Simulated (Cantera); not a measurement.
Charge: 1 mol CsOH, 2.3 mol H2, 1.9 mol H2O.

Equilibrium computed with Cantera from the NASA thermochemical tables; the gas is ideal and each condensed phase is pure. Candidate condensed phases: Cs, CsOH, H2O; 15 gas species. Rates play no part.

Q: What condenses at these points (T in K, P in Pa): (1925, 1000000); (1025, 56000); (1425, 750); (1925, 56000); (1625, 750)?

A: 
```tsv
T (K)	P in Pa	condensed phases	Cs condensed (%)
1925	1000000	gas only	0.0
1025	56000	CsOH	10.2
1425	750	gas only	0.0
1925	56000	gas only	0.0
1625	750	gas only	0.0
```
